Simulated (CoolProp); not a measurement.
Values from CoolProp's reference Helmholtz-energy equation of state, Thol 2014.

**Question.** Give the vapour pressure (MPa), enthalpy of vaporisation (kJ/kg), liquid cp (kJ/(kg K)), surface tension (mN/m) of saturated chloromethane (R40) at 54.65, 59.55 °C.

**Answer.** 
| T (°C) | p (MPa) | enthalpy of vaporisation (kJ/kg) | liquid cp (kJ/(kg K)) | surface tension (mN/m) |
|---|---|---|---|---|
| 54.65 | 1.26 | 334 | 1.73 | 10.8 |
| 59.55 | 1.41 | 327 | 1.75 | 10.1 |

Surface tension comes from a separate correlation (Mulero 2014).
